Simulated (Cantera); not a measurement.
Charge: 1 mol CuO, 0.86 mol CH4, 7.8 mol H2, held at 2273 K and 0.0170 bar.

Equilibrium computed with Cantera from the NASA thermochemical tables; the gas is ideal and each condensed phase is pure. Candidate condensed phases: C, C6H6, C7H8, C8H18, Cu, CuO, Cu(OH)2, Cu2O, H2O; 113 gas species. Kinetics and transport are ignored.

Base state: H2 0.773, Cu 0.0853, CO 0.0732, H 0.0566, H2O 0.0116, CO2 0.000199, OH 0.000132, Cu2 2.88e-5 (mole fractions); condensed: gas only.

Problem. What changes in the equilibrium state with this change: CuO replaced by Cu2O?

Solution. 
| species | before | after |
|---|---|---|
| H2 | 0.773 | 0.710 |
| Cu | 0.0853 | 0.157 |
| CO | 0.0732 | 0.0674 |
| H2O | 0.0116 | 0.0107 |
| H | 0.0566 | 0.0543 |
| Cu2 | 2.88e-5 | 9.73e-5 |
| CO2 | 0.000199 | 0.000184 |
| OH | 0.000132 | 0.000127 |
